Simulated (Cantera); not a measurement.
Source: NASA polynomial tables (part measured, part estimated), evaluated in Cantera. Values are per mole of reaction as written; species without (g) are pure solids or liquids, kept so even where they would boil at 1 bar. FeO: taken at fixed stoichiometry.

O(g) + Fe = FeO

```json
[
 {"T (K)": "1500", "ΔH° (kJ)": "-522.9", "ΔS° (J/K)": "-128.6", "ΔG° (kJ)": "-330.1", "log10 K": "11.49", "condensed phases": "Fe(γ), FeO(s)"},
 {"T (K)": "1600", "ΔH° (kJ)": "…", "ΔS° (J/K)": "…", "ΔG° (kJ)": "…", "log10 K": "…", "condensed phases": "Fe(γ), FeO(s)"},
 {"T (K)": "1700", "ΔH° (kJ)": "…", "ΔS° (J/K)": "…", "ΔG° (kJ)": "…", "log10 K": "…", "condensed phases": "Fe(δ), FeO(l)"},
 {"T (K)": "1800", "ΔH° (kJ)": "…", "ΔS° (J/K)": "…", "ΔG° (kJ)": "…", "log10 K": "…", "condensed phases": "Fe(δ), FeO(l)"},
 {"T (K)": "1900", "ΔH° (kJ)": "-511.5", "ΔS° (J/K)": "-120.9", "ΔG° (kJ)": "-281.8", "log10 K": "7.75", "condensed phases": "Fe(l), FeO(l)"}
]
```

Task: Some entries are withheld; supply them.

Result: 
- 1600, ΔH° (kJ): -522.3
- 1600, ΔS° (J/K): -128.2
- 1600, ΔG° (kJ): -317.2
- 1600, log10 K: 10.36
- 1700, ΔH° (kJ): -498.4
- 1700, ΔS° (J/K): -113.7
- 1700, ΔG° (kJ): -305.1
- 1700, log10 K: 9.38
- 1800, ΔH° (kJ): -497.9
- 1800, ΔS° (J/K): -113.4
- 1800, ΔG° (kJ): -293.8
- 1800, log10 K: 8.53
